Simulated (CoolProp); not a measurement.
CH2F2 (R32) along the isobar 26500 kPa: Z from the reference equation and from simpler models built on Tc = 351.3 K, pc = 5783 kPa, ω = 0.277; each cubic takes its own stable root.

Values from CoolProp's reference Helmholtz-energy equation of state, Tillner-Roth 1997.

| T (K) | phase | reference |
|---|---|---|
| 339.8 | liquid | 0.5165 |
| 351.7 | supercritical | 0.5189 |
| 363.6 | supercritical | 0.5235 |
| 375.5 | supercritical | 0.5306 |
| 387.4 | supercritical | 0.5403 |
| 399.3 | supercritical | 0.5528 |
| 411.2 | supercritical | 0.5683 |
| 423.1 | supercritical | 0.5867 |
| 435 | supercritical | 0.6077 |

**Question.** How far does each simpler model (van der Waals, Soave-Redlich-Kwong, Peng-Robinson) lie from the reference over these 9 states: mean and median of the absolute difference, and the worst?

**Answer.** 
- van der Waals: mean 49.5 %, median 50.5 %, worst +65.0 % at 339.8 K and 26500 kPa
- Soave-Redlich-Kwong: mean 27.4 %, median 27.4 %, worst +27.9 % at 399.3 K and 26500 kPa
- Peng-Robinson: mean 15.7 %, median 16.1 %, worst +17.0 % at 423.1 K and 26500 kPa
